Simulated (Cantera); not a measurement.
Charge: 1 mol MgO, 5.1 mol C, 0.072 mol CO, equilibrated at 0.133 bar.

Method: chemical equilibrium by Gibbs-energy minimisation in Cantera with the NASA 1993 tables (ideal gas, pure condensed phases). Candidate condensed phases: C, Mg, MgCO3, MgO; 15 gas species. Equilibrium is a limit: real reactors are often held back by kinetics, nucleation or transport. All values below are at 1050 °C.

Base state: CO 0.999, CO2 0.000526 (mole fractions); condensed: C(graphite) + MgO(s).

### Question
What changes in the equilibrium state with this change: MgO replaced by CuO?

### Answer
```
species             before     after
----------------  --------  --------
CO                   0.999     0.999
CO2               0.000526  0.000526
C(graphite), mol      5.10      4.10
MgO(s), mol           1.00         0
Cu(s), mol               0     1.000
```
Further candidate phases: Cu, CuO, Cu2O.
